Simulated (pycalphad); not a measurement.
Source of the numbers: pycalphad with the COST 507 light-alloy database (1999); pressure 1 atm. The data set is of 1999 and partly superseded. Amounts are mole fractions of atoms.

Give the equilibrium state of Si-55.5Al (at.%) at 427 °C.


```
T = 700.00 K, P = 101325 Pa, N = 1 mol of atoms
G = -21595 J/mol, H = 10220 J/mol, S = 45.45 J/(mol K)  (SER reference)
chemical potentials (J/mol): Si -17484, Al -24892
phase             fraction      x(Si)      x(Al)
FCC_A1              0.5570     0.0035     0.9965
DIAMOND_A4          0.4430     1.0000   2.92e-08
```

Give the equilibrium state of Si-55.5Al (at.%) at 877 °C.

liquid, fraction 0.836, with 66.4 Al at.%; diamond (Si), fraction 0.164, with <0.01 Al at.%.

FCC_A1 is fcc; DIAMOND_A4 is diamond (Si).
